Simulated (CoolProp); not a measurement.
Values from CoolProp's reference Helmholtz-energy equation of state, Gao 2020.

### Question
Give the vapour pressure (bar), liquid density (kg/m³), liquid cp (kJ/(kg K)), vapour Z of saturated ammonia at -56.95, -54.55, -34.95 °C.

### Answer
```
T (°C)  p (bar)  liquid density (kg/m³)  liquid cp (kJ/(kg K))  vapour Z
------  -------  ----------------------  ---------------------  --------
-56.95    0.266                     710                   4.38     0.988
-54.55    0.309                     707                   4.38     0.987
-34.95    0.933                     684                   4.46     0.974
```
